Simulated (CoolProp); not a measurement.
Oxygen at 443.02 K and 0.214 MPa flows at 0.06 m/s in a round tube of 10 mm bore and 45 µm roughness, fully developed (64/Re and Nu = 3.66 if laminar; Colebrook and Gnielinski if turbulent). Each further row changes one setting.

The numbers come from the reference Helmholtz-energy equation of state, Schmidt 1985 in CoolProp.

```csv
case,Reynolds number,Darcy friction factor,pressure drop (Pa/m),heat-transfer coefficient (W/(m² K)),mass flow (kg/h)
as stated,40.0,1.60,0.536,13.6,0.0315
velocity 0.12 m/s,79.9,0.801,1.07,13.6,0.0631
diameter 20 mm,79.9,0.801,0.134,6.80,0.126
```

Above 300 K oxygen's equation is extrapolated.

Viscosity comes from a separate model (Lemmon 2004). Thermal conductivity comes from a separate model (Lemmon 2004).
